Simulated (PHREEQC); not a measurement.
Dissolve 0.00068 mol/kgw H2S at 25 °C. Closed to the air; pH follows from the charge balance.

Model: ion-association model, phreeqc.dat, run in PHREEQC.

Precipitation was switched off in this run.

Problem. Predict the pH.

Solution. pH 5.06.

Problem. In which forms is S present?

Solution. H2S 99 %, HS- 1.3 % of the S.
